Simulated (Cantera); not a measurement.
Input: 1 mol SiH2Cl2, 0.08 mol CH4, 82 mol H2, 0.44 mol HCl, equilibrated at 860 Pa.

Cantera equilibrium calculation (NASA polynomials, part measured and part estimated; ideal gas, pure solids and liquids). Candidate condensed phases: C, C6H6, C7H8, C8H18, Si, SiC; 109 gas species. Mutual solubility and eutectic melting of coexisting phases are not modelled. The tables' values for SiCl3, SiCl are old estimates; treat these amounts as uncertain. Gases not in the tables: Si2H6 and higher silanes. Equilibrium is a limit: real reactors are often held back by kinetics, nucleation or transport.

x: gas mole fraction; n: condensed amount in mol.

```json
[
 {"T (K)": "1098", "x H2": "0.975", "x HCl": "0.0228", "x SiCl2": "0.00108", "x H": "?", "x SiCl4": "0.000555", "x SiHCl3": "0.000346", "x SiCl3": "0.000207", "n Si(s)": "0.733", "n SiC(s)": "0.0800", "n Si(l)": "0"},
 {"T (K)": "1148", "x H2": "0.974", "x HCl": "0.0244", "x SiCl2": "0.00135", "x H": "?", "x SiCl4": "0.000193", "x SiHCl3": "0.000154", "x SiCl3": "0.000153", "n Si(s)": "0.763", "n SiC(s)": "0.0800", "n Si(l)": "0"},
 {"T (K)": "1198", "x H2": "0.973", "x HCl": "0.0250", "x SiCl2": "0.00152", "x H": "?", "x SiCl4": "6.27e-5", "x SiHCl3": "6.55e-5", "x SiCl3": "0.000104", "n Si(s)": "0.771", "n SiC(s)": "0.0800", "n Si(l)": "0"},
 {"T (K)": "1248", "x H2": "0.973", "x HCl": "0.0252", "x SiCl2": "0.00164", "x H": "?", "x SiCl4": "2.09e-5", "x SiHCl3": "2.84e-5", "x SiCl3": "6.88e-5", "n Si(s)": "0.771", "n SiC(s)": "0.0800", "n Si(l)": "0"},
 {"T (K)": "1298", "x H2": "0.973", "x HCl": "0.0252", "x SiCl2": "0.00173", "x H": "?", "x SiCl4": "7.38e-6", "x SiHCl3": "1.29e-5", "x SiCl3": "4.63e-5", "n Si(s)": "0.768", "n SiC(s)": "0.0800", "n Si(l)": "0"},
 {"T (K)": "1348", "x H2": "0.973", "x HCl": "0.0251", "x SiCl2": "0.00181", "x H": "?", "x SiCl4": "2.80e-6", "x SiHCl3": "6.16e-6", "x SiCl3": "3.18e-5", "n Si(s)": "0.763", "n SiC(s)": "0.0800", "n Si(l)": "0"},
 {"T (K)": "1398", "x H2": "0.973", "x HCl": "0.0250", "x SiCl2": "0.00189", "x H": "?", "x SiCl4": "1.13e-6", "x SiHCl3": "3.10e-6", "x SiCl3": "2.24e-5", "n Si(s)": "0.758", "n SiC(s)": "0.0800", "n Si(l)": "0"},
 {"T (K)": "1448", "x H2": "0.973", "x HCl": "0.0249", "x SiCl2": "0.00196", "x H": "?", "x SiCl4": "4.88e-7", "x SiHCl3": "1.63e-6", "x SiCl3": "1.61e-5", "n Si(s)": "0.753", "n SiC(s)": "0.0800", "n Si(l)": "0"},
 {"T (K)": "1498", "x H2": "0.973", "x HCl": "0.0248", "x SiCl2": "0.00202", "x H": "?", "x SiCl4": "2.22e-7", "x SiHCl3": "8.99e-7", "x SiCl3": "1.19e-5", "n Si(s)": "0.748", "n SiC(s)": "0.0800", "n Si(l)": "0"},
 {"T (K)": "1548", "x H2": "0.973", "x HCl": "0.0246", "x SiCl2": "0.00208", "x H": "?", "x SiCl4": "1.07e-7", "x SiHCl3": "5.14e-7", "x SiCl3": "8.89e-6", "n Si(s)": "0.742", "n SiC(s)": "0.0800", "n Si(l)": "0"},
 {"T (K)": "1598", "x H2": "0.973", "x HCl": "0.0245", "x SiCl2": "0.00213", "x H": "?", "x SiCl4": "5.34e-8", "x SiHCl3": "3.04e-7", "x SiCl3": "6.78e-6", "n Si(s)": "0.737", "n SiC(s)": "0.0800", "n Si(l)": "0"},
 {"T (K)": "1648", "x H2": "0.972", "x HCl": "0.0244", "x SiCl2": "0.00218", "x H": "?", "x SiCl4": "2.79e-8", "x SiHCl3": "1.86e-7", "x SiCl3": "5.25e-6", "n Si(s)": "0.730", "n SiC(s)": "0.0800", "n Si(l)": "0"},
 {"T (K)": "1698", "x H2": "0.972", "x HCl": "0.0244", "x SiCl2": "0.00219", "x H": "?", "x SiCl4": "1.51e-8", "x SiHCl3": "1.16e-7", "x SiCl3": "4.09e-6", "n Si(s)": "0", "n SiC(s)": "0.0799", "n Si(l)": "0.723"}
]
```

Fill in the missing entries.


- 1098, x H: 2.63e-7
- 1148, x H: 7.62e-7
- 1198, x H: 2.02e-6
- 1248, x H: 4.97e-6
- 1298, x H: 1.14e-5
- 1348, x H: 2.46e-5
- 1398, x H: 5.03e-5
- 1448, x H: 9.80e-5
- 1498, x H: 0.000183
- 1548, x H: 0.000328
- 1598, x H: 0.000566
- 1648, x H: 0.000947
- 1698, x H: 0.00154
